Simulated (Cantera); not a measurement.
## Silicon etching in halogen gases: Si + HBr + H2

A closed system holds: 1 mol Si, 2.2 mol HBr, 31 mol H2, at 6500 Pa.

These are equilibrium values from Cantera (NASA tables, ideal gas, pure condensed phases), not measurements of a reactor. Candidate condensed phases: Br2, Si; 19 gas species. The tables' values for SiBr3 are old estimates; treat these amounts as uncertain. The numbers say what is thermodynamically allowed, not how fast it happens.

From 450 K to 1450 K the condensed part is Si(s). The main Si-bearing gas is SiBr4 at 450 K and SiBr2 at 1450 K. The share of Si in condensed phases is highest at 1250 K (79.6 %) and lowest at 550 K (43.9 %).

```
T (K)   x H2     x HBr   x SiBr4   x SiBr2  n Si(s)
-----  -----  --------  --------  --------  -------
450    0.983   1.81e-6    0.0161    <1e-12    0.442
550    0.983   4.54e-5    0.0159  2.68e-10    0.439
650    0.982  0.000415    0.0155   4.63e-8    0.440
750    0.981   0.00206    0.0150   1.97e-6    0.451
850    0.977   0.00687    0.0137   3.29e-5    0.489
950    0.970    0.0170    0.0110  0.000280    0.568
1050   0.958    0.0325   0.00678   0.00134    0.681
1150   0.946    0.0471   0.00239   0.00352    0.773
1250   0.941    0.0527  0.000449   0.00527    0.796
1350   0.940    0.0530   7.50e-5   0.00616    0.787
1450   0.941    0.0522   1.48e-5   0.00673    0.773
```
x: gas mole fraction; n: condensed amount in mol.
